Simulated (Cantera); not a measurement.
A perfectly stirred reactor is fed with CO : O2 : H2O : N2 = 0.026 : 0.011 : 0.0001 : 1 (molar parts), equivalence ratio 1.2, at 3680 Torr; it is held at 1325 K, and followed from long to short residence time.

Cantera simulation using GRI-Mech 3.0 (53 species, 325 reactions); the numbers are that mechanism's predictions, not measurements.

Task: What does this change do: 0.1 parts H2 added?

Result: 
| quantity | before | after |
|---|---|---|
| x(CO) at τ = 3.00 s | 0.00397 | 0.0205 |
| x(O2) at τ = 3.00 s | 4.09e-5 | 6.04e-6 |
| x(H2O) at τ = 3.00 s | 8.63e-5 | 0.0171 |
| x(H2O2) at τ = 3.00 s | 7.24e-11 | 5.22e-10 |
| x(NO) at τ = 3.00 s | 2.47e-6 | 2.52e-11 |
| x(CO) at τ = 33.0 ms | 0.00987 | 0.0209 |
| x(O2) at τ = 33.0 ms | 0.00296 | 6.00e-5 |
| x(H2O) at τ = 33.0 ms | 8.69e-5 | 0.0173 |
| x(H2O2) at τ = 33.0 ms | 4.46e-9 | 4.31e-9 |
| x(NO) at τ = 33.0 ms | 4.19e-6 | 6.48e-9 |
The hydrogen kinetics of GRI-Mech 3.0 are dated; newer H2 mechanisms differ, most at raised pressure.

Task: What does this change do: 0.0085 parts CH4 added?

Result: 
| quantity | before | after |
|---|---|---|
| x(CO) at τ = 3.00 s | 0.00397 | 0.0222 |
| x(O2) at τ = 3.00 s | 4.09e-5 | 0.000457 |
| x(H2O) at τ = 3.00 s | 8.63e-5 | 0.00709 |
| x(H2O2) at τ = 3.00 s | 7.24e-11 | 2.38e-10 |
| x(NO) at τ = 3.00 s | 2.47e-6 | 6.78e-10 |
| x(CO) at τ = 33.0 ms | 0.00987 | 0.0248 |
| x(O2) at τ = 33.0 ms | 0.00296 | 0.0102 |
| x(H2O) at τ = 33.0 ms | 8.69e-5 | 0.000420 |
| x(H2O2) at τ = 33.0 ms | 4.46e-9 | 1.02e-9 |
| x(NO) at τ = 33.0 ms | 4.19e-6 | 3.28e-12 |

Task: What does this change do: pressure from 3680 Torr to 760 Torr?

Result: 
| quantity | before | after |
|---|---|---|
| x(CO) at τ = 3.00 s | 0.00397 | 0.00424 |
| x(O2) at τ = 3.00 s | 4.09e-5 | 0.000164 |
| x(H2O) at τ = 3.00 s | 8.63e-5 | 7.29e-5 |
| x(H2O2) at τ = 3.00 s | 7.24e-11 | 2.91e-10 |
| x(NO) at τ = 3.00 s | 2.47e-6 | 7.14e-6 |
| x(CO) at τ = 33.0 ms | 0.00987 | 0.0115 |
| x(O2) at τ = 33.0 ms | 0.00296 | 0.00353 |
| x(H2O) at τ = 33.0 ms | 8.69e-5 | 4.25e-5 |
| x(H2O2) at τ = 33.0 ms | 4.46e-9 | 1.36e-9 |
| x(NO) at τ = 33.0 ms | 4.19e-6 | 4.88e-6 |
